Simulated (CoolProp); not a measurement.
Ethanol along the isobar 0.101 MPa: fugacity coefficient from the reference equation and from simpler models built on Tc = 514.7 K, pc = 6.268 MPa, ω = 0.644; each cubic takes its own stable root.

The numbers come from the reference Helmholtz-energy equation of state, Schroeder 2014 in CoolProp.

| T (K) | phase | reference |
|---|---|---|
| 257 | liquid | 0.004705 |
| 279.7 | liquid | 0.02484 |
| 302.4 | liquid | 0.09895 |
| 325.1 | liquid | 0.3153 |
| 347.8 | liquid | 0.8385 |
| 370.5 | gas | 0.9758 |
| 393.2 | gas | 0.9820 |
| 415.9 | gas | 0.9864 |
| 438.6 | gas | 0.9895 |
| 461.3 | gas | 0.9918 |

### Question
How far does each simpler model (van der Waals, Redlich-Kwong, Peng-Robinson) lie from the reference over these 10 states: mean and median of the absolute difference, and the worst?

### Answer
- van der Waals: mean 2563.7 %, median 9.6 %, worst +20660.9 % at 257 K and 0.101 MPa
- Redlich-Kwong: mean 548.3 %, median 9.2 %, worst +2816.0 % at 257 K and 0.101 MPa
- Peng-Robinson: mean 2.3 %, median 0.9 %, worst -8.3 % at 257 K and 0.101 MPa

At some of these states van der Waals, Redlich-Kwong gives the other phase, because its saturation line lies elsewhere.
